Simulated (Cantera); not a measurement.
Charge: 1 mol MgO, 0.62 mol SO3, 0.1 mol H2O, at 1500 °C and 0.0100 bar.

Equilibrium computed with Cantera from the NASA thermochemical tables; the gas is ideal and each condensed phase is pure. Candidate condensed phases: H2O, H2SO4, Mg, MgO, Mg(OH)2, MgS, MgSO4, S; 26 gas species. Rates play no part.

Base state: SO2 0.601, O2 0.300, H2O 0.0959, OH 0.00198, O 0.000515, SO3 0.000381, SO 0.000160, H2 7.32e-5 (mole fractions); condensed: MgO(s).

Task: What changes in the equilibrium state with this change: temperature from 1500 °C to 1400 °C?

Result: 
```
species        before    after
-----------  --------  -------
SO2             0.601    0.601
O2              0.300    0.300
H2O            0.0959   0.0965
OH            0.00198  0.00103
H             2.44e-5  5.88e-6
SO           0.000160  4.72e-5
MgO(s), mol     1.000     1.00
```
